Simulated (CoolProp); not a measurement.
Aqueous potassium carbonate as a coolant, 36 % by mass, freezing at -28.6 °C, 1 atm.

Model: Melinder's fits for secondary coolants, in CoolProp.

| T (°C) | Prandtl number | cp (kJ/(kg K)) | conductivity (W/(m K)) | density (kg/m³) |
|---|---|---|---|---|
| -22.5 | 82.6 | 2.725 | 0.493 | [?] |
| -17 | 62.9 | 2.734 | [?] | 1383 |
| -11.5 | 49.1 | [?] | 0.511 | 1382 |
| -6.1 | 39.3 | 2.753 | 0.519 | 1380 |
| -0.6 | [?] | [?] | 0.528 | 1377 |
| 4.9 | 26.6 | 2.773 | 0.537 | 1375 |
| 10.4 | 22.4 | 2.783 | 0.546 | 1372 |
| 15.8 | [?] | 2.793 | 0.555 | 1370 |
| 21.3 | 16.7 | 2.803 | 0.564 | 1367 |
| 26.8 | 14.6 | 2.814 | 0.572 | 1364 |
| 32.3 | 12.8 | 2.825 | 0.581 | 1361 |

**Question.** Some entries are withheld; supply them.

**Answer.** 
- -22.5, density (kg/m³): 1385
- -17, conductivity (W/(m K)): 0.502
- -11.5, cp (kJ/(kg K)): 2.744
- -0.6, Prandtl number: 32.0
- -0.6, cp (kJ/(kg K)): 2.763
- 15.8, Prandtl number: 19.3
